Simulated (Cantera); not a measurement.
# Equilibrium for fluorocarbon and chlorocarbon gases: C₂F₆ + H₂

Input: 1 mol C₂F₆, 0.77 mol H₂, equilibrated at 2925 °C and 6.00 Pa.

Equilibrium computed with Cantera from the NASA thermochemical tables; the gas is ideal and each condensed phase is pure. Candidate condensed phases: C, C₆H₆, C₇H₈, C₈H₁₈; 95 gas species. The feed counts by its element totals alone. Equilibrium is a limit: real reactors are often held back by kinetics, nucleation or transport.

| Item | Result |
|---|---|
| x(F) | 0.631 |
| x(C) | 0.192 |
| x(H) | 0.156 |
| x(HF) | 0.00874 |
| x(C₂) | 0.00597 |
| x(CF) | 0.00416 |
| x(C₃) | 0.00219 |
| x(H₂) | 1.88e-5 |
| x(C₂H) | 5.63e-6 |
| gas amount | 9.323 mol |
| log10 activity of C(graphite) (absent) | -1.41 |
